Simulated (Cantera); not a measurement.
Charge: 1 mol B2O3, 0.17 mol NH3, 71 mol H2, 2 mol H2O, at 1350 °C and 2.03 Torr.

Equilibrium computed with Cantera from the NASA thermochemical tables; the gas is ideal and each condensed phase is pure. Candidate condensed phases: B, BN, B2O3, B3O3H3, H2O; 39 gas species. Kinetics and transport are ignored.

Base state: H2 0.956, HBO2 0.0223, H2O 0.0165, B2O3 0.00153, HBO 0.00143, H 0.00130, N2 0.00114, BO 4.30e-5 (mole fractions); condensed: gas only.

**Question.** What changes in the equilibrium state with this change: temperature from 1350 °C to 775 °C?

**Answer.** 
```json
[
 {"species": "H2", "before": "0.956", "after": "0.971"},
 {"species": "H2O", "before": "0.0165", "after": "0.0272"},
 {"species": "N2", "before": "0.00114", "after": "0.00116"},
 {"species": "HBO2", "before": "0.0223", "after": "0.000217"},
 {"species": "B2O3", "before": "0.00153", "after": "1.11e-8"},
 {"species": "BO", "before": "4.30e-5", "after": "<1e-9"},
 {"species": "HBO", "before": "0.00143", "after": "7.47e-8"},
 {"species": "B2O3(l), mol", "before": "0", "after": "0.991"}
]
```
